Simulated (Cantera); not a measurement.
Input: 1 mol SiH2Cl2, 92 mol H2, at 825 K and 1 atm.

Method: chemical equilibrium by Gibbs-energy minimisation in Cantera with the NASA 1993 tables (ideal gas, pure condensed phases). Candidate condensed phases: Si; 19 gas species. Kinetics and transport are ignored.

### Question
What is the equilibrium state?

### Answer
x(H2): 0.993
x(SiHCl3): 0.00358
x(SiCl4): 0.00222
x(HCl): 0.000761
x(SiH2Cl2): 0.000488
x(SiH3Cl): 1.55e-5
x(SiCl3): 4.04e-6
n(Si(s)): 0.410 mol
gas amount: 93.41 mol
